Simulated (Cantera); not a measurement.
Cantera with NASA thermochemical tables; ideal gases at 1 bar, condensed phases pure. Values are per mole of reaction as written; species without (g) are pure solids or liquids, kept so even where they would boil at 1 bar.

B₂O₂(g) + 2 NO(g) → 4 O(g) + 2 BN

| T (K) | ΔH° (kJ) | ΔS° (J/K) | ΔG° (kJ) | log10 K |
|---|---|---|---|---|
| 300 | 768.4 | 9.8 | 765.5 | -133.28 |
| 2575 | 823.1 | 58.0 | 673.7 | -13.67 |
| 2600 | 823.7 | 58.2 | 672.3 | -13.51 |
| 2625 | 824.2 | 58.4 | 670.8 | -13.35 |
| 2650 | 824.8 | 58.7 | 669.3 | -13.19 |
| 2675 | ? | ? | ? | ? |
| 2700 | 825.8 | 59.1 | 666.4 | -12.89 |
| 2725 | 826.4 | 59.3 | 664.9 | -12.75 |
| 2750 | ? | ? | ? | ? |
| 2775 | ? | ? | ? | ? |
| 2800 | 828.0 | 59.8 | 660.4 | -12.32 |

Question: Some entries are withheld; supply them.

Answer: 
- 2675, ΔH° (kJ): 825.3
- 2675, ΔS° (J/K): 58.9
- 2675, ΔG° (kJ): 667.9
- 2675, log10 K: -13.04
- 2750, ΔH° (kJ): 826.9
- 2750, ΔS° (J/K): 59.5
- 2750, ΔG° (kJ): 663.4
- 2750, log10 K: -12.60
- 2775, ΔH° (kJ): 827.4
- 2775, ΔS° (J/K): 59.6
- 2775, ΔG° (kJ): 661.9
- 2775, log10 K: -12.46
